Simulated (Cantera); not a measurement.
Input: 1 mol C2F6, equilibrated at 1500 K and 133 Pa.

Equilibrium computed with Cantera from the NASA thermochemical tables; the gas is ideal and each condensed phase is pure. Candidate condensed phases: C; 13 gas species. The feed counts by its element totals alone. Gases not in the tables: C2F6 and larger saturated fluorocarbons. Rates play no part.

Base state: CF4 0.998, CF2 0.00117, F 0.000283, CF3 0.000164 (mole fractions); condensed: C(graphite).

Q: What changes in the equilibrium state with this change: 0.0027 mol HCl added?

A: 
| species | before | after |
|---|---|---|
| CF4 | 0.998 | 0.995 |
| HF | 0 | 0.00179 |
| Cl | 0 | 0.00176 |
| CClF3 | 0 | 2.96e-5 |
| CF3 | 0.000164 | 0.000164 |
| CF2 | 0.00117 | 0.00117 |
| F | 0.000283 | 0.000282 |
| C(graphite), mol | 0.499 | 0.500 |
Further candidate phases: C6H6, C7H8, C8H18.
